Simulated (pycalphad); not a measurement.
Computed with pycalphad from the COST 507 light-alloy database (1999), at 1 atm. The data set is of 1999 and partly superseded. Kinetics are ignored, which matters at the lower temperatures.

### Question
How does the equilibrium phase assembly of Fe-8.4Si (at.%) change on cooling from 2250 K to 500 K?

### Answer
```csv
T (K),phases above,phases below
1736.6,liquid,bcc + liquid
1712.9,bcc + liquid,bcc
775.5,bcc,ordered bcc (B2)
```
Changes were sought between steps of 50 K, so a narrower field can be missed.
